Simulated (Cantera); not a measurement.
Cantera run:

```python
import numpy as np
import cantera as ct

gas_names = [...]  # 148 gases of nasa_gas.yaml made of Al, C, H, N, O
cond_names = """
    AL(cr) AL(L) ALN(s) AL2O3(a) AL2O3(L) C(gr) C6H6(L) C7H8(L) C8H18(L),n-octa H2O(s) H2O(L)
""".split()


# ... load() reads the species with a 1 bar reference pressure and builds the phases ...
atoms = {
    'Al(CH3)3': {'AL': 1, 'C': 3, 'H': 9},
    'O2': {'O': 2},
    'N2': {'N': 2},
    'N2O': {'N': 2, 'O': 1},
}
top_T = {'ALN(s)': 2750, 'C(gr)': 4500}  # K; cautious upper limits of use, not melting points


# ... equilibrate(T, P, feed) seeds the gas with the atoms and calls Mixture.equilibrate('TP', solver="vcs", rtol=1e-11, max_steps=5000) ...
results = []
feed = {'Al(CH3)3': 1, 'O2': 0.21, 'N2': 25, 'N2O': 24}  # mol
P = 11  # Pa
for T in [1525, 1575, 1625, 1675, 1725, 1775, 1825, 1875]:
    mix = equilibrate(T, P, feed)
    results.append((T, P, feed, dict(zip(mix.species_names, mix.species_moles))))

top = {s: max(r[3][s] / sum(r[3][g] for g in gas_names) for r in results) for s in gas_names}
cols = sorted((s for s in top if top[s] > 1e-05), key=lambda s: -top[s])[:5]
seen = [c for c in cond_names if any(r[3].get(c, 0) > 1e-12 for r in results)]
print("log10 of partial pressures in bar; condensed amounts in mol")
print(f"{'T/K':>10s}" + "".join(f"{s[:9]:>10s}" for s in cols + seen))
for T, P, feed, n in results:
    ng = sum(n[g] for g in gas_names)
    print(f"{T:10.4g}" + "".join(f"{np.log10(max(n[s] / ng * P / 1e5, 1e-99)):10.3f}" for s in cols)
          + "".join(f"{n.get(c, 0):10.4g}" for c in seen))
```

It prints:

```
log10 of partial pressures in bar; condensed amounts in mol
       T/K        N2        O2       H2O       CO2         O  AL2O3(a)
      1525    -4.066    -4.966    -5.105    -5.280    -7.730       0.5
      1575    -4.066    -4.967    -5.107    -5.281    -7.454       0.5
      1625    -4.067    -4.968    -5.109    -5.283    -7.195       0.5
      1675    -4.067    -4.970    -5.112    -5.286    -6.951       0.5
      1725    -4.068    -4.971    -5.118    -5.292    -6.722       0.5
      1775    -4.068    -4.973    -5.125    -5.301    -6.506       0.5
      1825    -4.070    -4.976    -5.136    -5.316    -6.301       0.5
      1875    -4.072    -4.979    -5.152    -5.338    -6.108       0.5
```

These are equilibrium values from Cantera (NASA tables, ideal gas, pure condensed phases), not measurements of a reactor. The feed counts by its element totals alone.
